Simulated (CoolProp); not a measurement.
Vapour pressure (MPa) of CH2F2 (R32): the reference equation beside estimates from Tc = 351.3 K, pc = 5.783 MPa, ω = 0.277. Clausius-Clapeyron is anchored at 227.6 K with a constant enthalpy of vaporisation of 19.52 kJ/mol.

Computed with CoolProp (reference Helmholtz-energy equation of state, Tillner-Roth 1997).

| T (K) | reference | Lee-Kesler | Clausius-Clapeyron | van der Waals | Redlich-Kwong | Soave-Redlich-Kwong | Peng-Robinson |
|---|---|---|---|---|---|---|---|
| 193.6 | 0.01925 | 0.01762 | 0.02239 | 0.3022 | 0.04577 | 0.01794 | 0.01877 |
| 210.6 | 0.05625 | 0.05356 | 0.05958 | 0.5002 | 0.1175 | 0.05404 | 0.05531 |
| 227.6 | 0.1370 | 0.1343 | 0.1370 | 0.7723 | 0.2542 | 0.1346 | 0.1356 |
| 244.6 | 0.2902 | 0.2899 | 0.2805 | 1.129 | 0.4838 | 0.2898 | 0.2890 |
| 261.7 | 0.5539 | 0.5593 | 0.5251 | 1.582 | 0.8379 | 0.5594 | 0.5543 |
| 278.7 | 0.9677 | 0.9807 | 0.9074 | 2.134 | 1.341 | 0.9847 | 0.9723 |
| 295.7 | 1.581 | 1.601 | 1.473 | 2.795 | 2.022 | 1.616 | 1.594 |
| 312.7 | 2.451 | 2.473 | 2.267 | 3.570 | 2.905 | 2.505 | 2.476 |
| 329.8 | 3.652 | 3.672 | 3.346 | 4.472 | 4.023 | 3.718 | 3.688 |

Absolute difference from the reference over all 9 rows, mean and median: Lee-Kesler 2.3 and 1.3 %, Clausius-Clapeyron 6.6 and 6.2 %, van der Waals 384.8 and 185.6 %, Redlich-Kwong 60.6 and 51.3 %, Soave-Redlich-Kwong 2.4 and 1.8 %, Peng-Robinson 1.0 and 1.0 %.
